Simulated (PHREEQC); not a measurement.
Phosphoric acid bath: an equilibrium model

Dissolve 165 mmol/kgw H3PO4, 1.5 mmol/kgw NaOH and 2.1 mmol/kgw NiSO4 at 85 °C. Closed to the air; pH follows from the charge balance.

Model: ion-association model, wateq4f.dat, run in PHREEQC.

This is a speciation only: nothing precipitates in the calculation.

Q: What pH, ionic strength does the model give?

A: pH 1.67; ionic strength 0.0333 mol/kgw.

Q: In which forms is P present?

A: H3PO4 83 %, H2PO4- 17 % of the P.

H3PO4, which wateq4f.dat lacks, is added to it with the constant of phreeqc.dat. Away from 25 °C the constants follow the database's enthalpies or fits; those with neither stay at their 25 °C values. The database has no phosphate complexes of Ni.
